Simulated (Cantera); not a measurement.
Input: 1 mol C2H2, 0.15 mol NH3, 14 mol H2, held at 0.720 Torr.

Cantera equilibrium calculation (NASA polynomials, part measured and part estimated; ideal gas, pure solids and liquids). Candidate condensed phases: C, C6H6, C7H8, C8H18; 92 gas species. Rates play no part.

Over these rows the condensed part is C(graphite). Partial pressures as log10 of bar:

```json
[
 {"T (K)": "1348", "1000/T (1/K)": "0.7418", "log p C2H2 (acetylene)": "-8.94", "log p H2": "-3.02"},
 {"T (K)": "1448", "1000/T (1/K)": "0.6906", "log p C2H2 (acetylene)": "-8.34", "log p H2": "-3.02"},
 {"T (K)": "1548", "1000/T (1/K)": "0.6460", "log p C2H2 (acetylene)": "-7.82", "log p H2": "-3.02"},
 {"T (K)": "1648", "1000/T (1/K)": "0.6068", "log p C2H2 (acetylene)": "?", "log p H2": "-3.02"},
 {"T (K)": "1748", "1000/T (1/K)": "0.5721", "log p C2H2 (acetylene)": "-6.97", "log p H2": "-3.02"},
 {"T (K)": "1848", "1000/T (1/K)": "0.5411", "log p C2H2 (acetylene)": "-6.62", "log p H2": "-3.03"}
]
```

Task: Fit log p(C2H2 (acetylene)) = a + b·(1000/T) to the five rows, give the apparent enthalpy, and predict the row at 1648 K.

Result: Means: 1000/T = 0.6383, log p = -7.738. Sxy = -0.316034, Sxx = 0.0273371, so b = -11.56 and a = -7.738 − (-11.56)×0.6383 = -0.36.
Apparent enthalpy: −19.145 × (-11.56) = 221 kJ/mol. With the condensed phases at unit activity, 2 C(graphite) + H2(g) = C2H2 (acetylene)(g) links this pressure to the main gases: over the six rows their terms move log p by -0.01 in all, so the slope is close to that reaction's ΔH°. The five rows lie within 0.01 of the line.
Prediction at 1648 K: -0.36 + (-11.56)×0.6068 = -7.37. The computed value is -7.37, 0.00 from the line.
